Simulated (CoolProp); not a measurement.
Vapour pressure (kPa) of fluoroethane (R161): the reference equation beside estimates from Tc = 375.2 K, pc = 5010 kPa, ω = 0.216.

The numbers come from the reference Helmholtz-energy equation of state, Wu 2012 in CoolProp.

```json
[
 {"T (K)": "186.6", "reference": "5.291", "Redlich-Kwong": "10.48", "Soave-Redlich-Kwong": "5.080", "Peng-Robinson": "5.475"},
 {"T (K)": "201.2", "reference": "15.21", "Redlich-Kwong": "28.33", "Soave-Redlich-Kwong": "14.73", "Peng-Robinson": "15.48"},
 {"T (K)": "215.8", "reference": "37.05", "Redlich-Kwong": "64.78", "Soave-Redlich-Kwong": "36.22", "Peng-Robinson": "37.35"},
 {"T (K)": "230.4", "reference": "79.31", "Redlich-Kwong": "130.2", "Soave-Redlich-Kwong": "78.18", "Peng-Robinson": "79.48"},
 {"T (K)": "245", "reference": "153.2", "Redlich-Kwong": "236.4", "Soave-Redlich-Kwong": "152.1", "Peng-Robinson": "152.9"},
 {"T (K)": "259.6", "reference": "272.2", "Redlich-Kwong": "396.3", "Soave-Redlich-Kwong": "271.8", "Peng-Robinson": "271.3"},
 {"T (K)": "274.2", "reference": "452.1", "Redlich-Kwong": "623.0", "Soave-Redlich-Kwong": "453.6", "Peng-Robinson": "450.3"},
 {"T (K)": "288.8", "reference": "709.9", "Redlich-Kwong": "929.4", "Soave-Redlich-Kwong": "715.3", "Peng-Robinson": "707.6"},
 {"T (K)": "303.4", "reference": "1064", "Redlich-Kwong": "1328", "Soave-Redlich-Kwong": "1076", "Peng-Robinson": "1063"},
 {"T (K)": "318", "reference": "1534", "Redlich-Kwong": "1831", "Soave-Redlich-Kwong": "1557", "Peng-Robinson": "1537"},
 {"T (K)": "332.6", "reference": "2142", "Redlich-Kwong": "2449", "Soave-Redlich-Kwong": "2178", "Peng-Robinson": "2153"}
]
```

Absolute difference from the reference over all 11 rows, mean and median: Redlich-Kwong 50.0 and 45.6 %, Soave-Redlich-Kwong 1.6 and 1.4 %, Peng-Robinson 0.8 and 0.3 %.
